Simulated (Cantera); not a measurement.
Input: 1 mol B2O3, 0.13 mol NH3, at 0.130 bar.

Method: chemical equilibrium by Gibbs-energy minimisation in Cantera with the NASA 1993 tables (ideal gas, pure condensed phases). Candidate condensed phases: B, BN, B2O3, B3O3H3, H2O; 39 gas species. The numbers say what is thermodynamically allowed, not how fast it happens. All values below are at 1950 K.

Base state: H2 0.480, N2 0.183, B2O3 0.179, HBO2 0.0806, HBO 0.0515, B2O2 0.0162, BO 0.00360, H2O 0.00349 (mole fractions); condensed: B2O3(l).

Question: What changes in the equilibrium state with this change: pressure from 0.130 bar to 0.620 bar?

Answer: 
| species | before | after |
|---|---|---|
| H2 | 0.480 | 0.653 |
| N2 | 0.183 | 0.230 |
| B2O3 | 0.179 | 0.0375 |
| B2O2 | 0.0162 | 0.00478 |
| HBO2 | 0.0806 | 0.0363 |
| HBO | 0.0515 | 0.0326 |
| B3O3H3 | 4.61e-6 | 2.65e-5 |
| BO2 | 4.06e-5 | 7.19e-6 |
| BO | 0.00360 | 0.000894 |
| H | 0.00220 | 0.00118 |
| B2O3(l), mol | 0.907 | 0.978 |
